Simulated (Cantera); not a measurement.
**Adiabatic ignition**

An adiabatic, constant-pressure homogeneous reactor starts with H₂ : O₂ : N₂ : NO = 1 : 0.55 : 1.58 : 0.0093 (molar parts), at 1800 K and 81000 Pa.

Detailed kinetics in Cantera: GRI-Mech 3.0 (53 species, 325 reactions).

```json
[
 {"t (s)": "2.00e-6", "T (K)": "1800", "x H₂": "0.318", "x O₂": "0.175", "x NO": "0.00296", "x H₂O": "0.000104", "x OH": "1.85e-5", "x NO₂": "4.31e-7"},
 {"t (s)": "6.32e-6", "T (K)": "1877", "x H₂": "0.126", "x O₂": "0.0869", "x NO": "0.00297", "x H₂O": "0.131", "x OH": "0.0222", "x NO₂": "1.58e-7"},
 {"t (s)": "2.00e-5", "T (K)": "2246", "x H₂": "0.0681", "x O₂": "0.0451", "x NO": "0.00309", "x H₂O": "0.194", "x OH": "0.0396", "x NO₂": "2.17e-7"},
 {"t (s)": "6.32e-5", "T (K)": "2686", "x H₂": "0.0651", "x O₂": "0.0378", "x NO": "0.00343", "x H₂O": "0.223", "x OH": "0.0489", "x NO₂": "4.08e-7"},
 {"t (s)": "0.000200", "T (K)": "2949", "x H₂": "0.0592", "x O₂": "0.0327", "x NO": "0.00574", "x H₂O": "0.245", "x OH": "0.0502", "x NO₂": "1.19e-6"},
 {"t (s)": "0.000632", "T (K)": "2952", "x H₂": "0.0597", "x O₂": "0.0309", "x NO": "0.0112", "x H₂O": "0.246", "x OH": "0.0491", "x NO₂": "2.31e-6"},
 {"t (s)": "0.00200", "T (K)": "2950", "x H₂": "0.0601", "x O₂": "0.0300", "x NO": "0.0141", "x H₂O": "0.246", "x OH": "0.0485", "x NO₂": "2.87e-6"},
 {"t (s)": "0.00632", "T (K)": "2950", "x H₂": "0.0601", "x O₂": "0.0300", "x NO": "0.0142", "x H₂O": "0.246", "x OH": "0.0484", "x NO₂": "2.88e-6"},
 {"t (s)": "0.0200", "T (K)": "2950", "x H₂": "0.0601", "x O₂": "0.0300", "x NO": "0.0142", "x H₂O": "0.246", "x OH": "0.0484", "x NO₂": "2.88e-6"},
 {"t (s)": "0.0632", "T (K)": "2950", "x H₂": "0.0601", "x O₂": "0.0300", "x NO": "0.0142", "x H₂O": "0.246", "x OH": "0.0484", "x NO₂": "2.88e-6"},
 {"t (s)": "0.200", "T (K)": "2950", "x H₂": "0.0601", "x O₂": "0.0300", "x NO": "0.0142", "x H₂O": "0.246", "x OH": "0.0484", "x NO₂": "2.88e-6"},
 {"t (s)": "0.632", "T (K)": "2950", "x H₂": "0.0601", "x O₂": "0.0300", "x NO": "0.0142", "x H₂O": "0.246", "x OH": "0.0484", "x NO₂": "2.88e-6"},
 {"t (s)": "2.00", "T (K)": "2950", "x H₂": "0.0601", "x O₂": "0.0300", "x NO": "0.0142", "x H₂O": "0.246", "x OH": "0.0484", "x NO₂": "2.88e-6"}
]
```
x: mole fraction; the columns are a selection and need not sum to one.

```
Quantity                                                           Value
---------------------------------  -------------------------------------
time of steepest temperature rise                                6.08 µs
temperature at 2.00 s                                             2950 K
equilibrium temperature                                           2950 K
x(H₂) at 2.00 s                    0.0601 (gas-phase equilibrium 0.0601)
x(O₂) at 2.00 s                    0.0300 (gas-phase equilibrium 0.0300)
x(NO) at 2.00 s                    0.0142 (gas-phase equilibrium 0.0142)
```
